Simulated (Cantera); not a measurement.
Input (Python, Cantera) and output of one run.

```python
import numpy as np
import cantera as ct

gas_names = """
    F F2 H HF H2 H2F2 H3F3 H4F4 H5F5 H6F6 H7F7 N NF NF2 NF3 NH NH2 NH3 N2 N2H2 N2H4 Si SiF SiF2 SiF3
    SiF4 SiH SiHF3 SiH2 SiH2F2 SiH3 SiH3F SiH4 SiN Si2 Si2N Si3
""".split()
cond_names = """
    Si(cr) Si(L) Si3N4(a)
""".split()


def load(file, names, dense=False):
    # The tables refer to 1 bar. Condensed volumes are neglected.
    table = {s.name: s for s in ct.Species.list_from_file(file)}
    out = []
    for n in names:
        d = dict(table[n].input_data)
        d["thermo"] = dict(d["thermo"], **{"reference-pressure": 1e5})
        if dense:
            d["equation-of-state"] = {"model": "constant-volume", "density": "1e6 g/cm^3"}
        out.append(ct.Species.from_dict(d))
    return out


gas = ct.Solution(thermo="ideal-gas", species=load("nasa_gas.yaml", gas_names))
cond = {s.name: ct.Solution(thermo="fixed-stoichiometry", species=[s], name=s.name)
        for s in load("nasa_condensed.yaml", cond_names, dense=True)}
atoms = {
    'Si3N4': {'Si': 3, 'N': 4},
    'HF': {'H': 1, 'F': 1},
    'N2': {'N': 2},
}
top_T = {'Si3N4(a)': 2400}  # K; cautious upper limits of use, not melting points


def equilibrate(T, P, feed):
    n = {}
    for name, mol in feed.items():
        for a, k in atoms[name].items():
            n[a] = n.get(a, 0.0) + k * mol
    gas.TPX = T, P, n
    mass = sum(n.values()) * gas.mean_molecular_weight
    gas.equilibrate("TP")
    valid = [c for c in cond.values() if c.min_temp <= T <= top_T.get(c.name, c.max_temp)]
    mix = ct.Mixture([(gas, mass / gas.mean_molecular_weight)] + [(c, 0.0) for c in valid])
    mix.T, mix.P = T, P
    mix.equilibrate("TP", solver="vcs", rtol=1e-11, max_steps=5000)
    return mix


results = []
T = 1025  # K
P = 360  # Pa
for m in [2.6, 3.7, 5.1, 7, 9.8, 14, 19, 26, 36, 50, 69, 96]:
    feed = {'Si3N4': 1, 'HF': 5.9, 'N2': m}  # mol
    mix = equilibrate(T, P, feed)
    results.append((T, P, feed, dict(zip(mix.species_names, mix.species_moles))))

top = {s: max(r[3][s] / sum(r[3][g] for g in gas_names) for r in results) for s in gas_names}
cols = sorted((s for s in top if top[s] > 0.001), key=lambda s: -top[s])[:7]
seen = [c for c in cond_names if any(r[3].get(c, 0) > 1e-12 for r in results)]
print("log10 of partial pressures in bar; condensed amounts in mol")
print(f"{'n(N2)':>10s}" + "".join(f"{s[:9]:>10s}" for s in cols + seen))
for T, P, feed, n in results:
    ng = sum(n[g] for g in gas_names)
    print(f"{feed['N2']:10.4g}" + "".join(f"{np.log10(max(n[s] / ng * P / 1e5, 1e-99)):10.3f}" for s in cols)
          + "".join(f"{n.get(c, 0):10.4g}" for c in seen))
```

Result:

```
log10 of partial pressures in bar; condensed amounts in mol
     n(N2)        N2        H2      SiF4  Si3N4(a)
       2.6    -2.793    -2.878    -3.180    0.5087
       3.7    -2.733    -2.934    -3.235    0.5088
       5.1    -2.681    -2.996    -3.298    0.5088
         7    -2.635    -3.068    -3.370    0.5089
       9.8    -2.593    -3.157    -3.458    0.5089
        14    -2.556    -3.263    -3.564     0.509
        19    -2.531    -3.362    -3.664    0.5091
        26    -2.510    -3.472    -3.773    0.5091
        36    -2.493    -3.592    -3.893    0.5092
        50    -2.480    -3.719    -4.020    0.5093
        69    -2.470    -3.847    -4.148    0.5094
        96    -2.463    -3.981    -4.282    0.5095
```

Method: chemical equilibrium by Gibbs-energy minimisation in Cantera with the NASA 1993 tables (ideal gas, pure condensed phases). The tables' values for SiF3 are old estimates; treat these amounts as uncertain.
